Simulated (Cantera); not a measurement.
An adiabatic, constant-volume homogeneous reactor starts with C2H4 : O2 : N2 : H2O = 1 : 1.5 : 5.64 : 0.62 (molar parts), equivalence ratio 2.0, at 1623 K and 2.80 bar. Integrator tolerance rtol = 1e-08.

Cantera simulation using GRI-Mech 3.0 (53 species, 325 reactions); the numbers are that mechanism's predictions, not measurements. GRI-Mech 3.0 was tuned for natural gas; its chemistry of ethylene as a main component is partial and can be far from experiment. Above 3000 K some thermodynamic fits are extrapolated.

```json
[
 {"quantity": "time of steepest temperature rise", "before": "6.59 µs", "after": "0.101 s"},
 {"quantity": "temperature at 1.00 s", "before": "3044 K", "after": "2674 K"},
 {"quantity": "equilibrium temperature", "before": "3044 K", "after": "2674 K"},
 {"quantity": "x(C2H4) at 1.00 s", "before": "<1e-12 (gas-phase equilibrium <1e-12)", "after": "<1e-12 (gas-phase equilibrium <1e-12)"},
 {"quantity": "x(O2) at 1.00 s", "before": "0.000465 (gas-phase equilibrium 0.000465)", "after": "2.14e-5 (gas-phase equilibrium 2.14e-5)"},
 {"quantity": "x(H2O) at 1.00 s", "before": "0.119 (gas-phase equilibrium 0.119)", "after": "0.129 (gas-phase equilibrium 0.129)"},
 {"quantity": "x(H2O2) at 1.00 s", "before": "1.19e-7 (gas-phase equilibrium 1.19e-7)", "after": "1.79e-8 (gas-phase equilibrium 1.79e-8)"},
 {"quantity": "x(H2) at 1.00 s", "before": "0.115 (gas-phase equilibrium 0.115)", "after": "0.122 (gas-phase equilibrium 0.122)"}
]
```

### Question
Which change was made?
A. C2H4 1 to 0.72 parts
B. H2O 0.62 to 0.87 parts
C. initial temperature 1623 to 973 K
D. initial temperature 1623 to 950 K

### Answer
C, initial temperature 1623 to 973 K
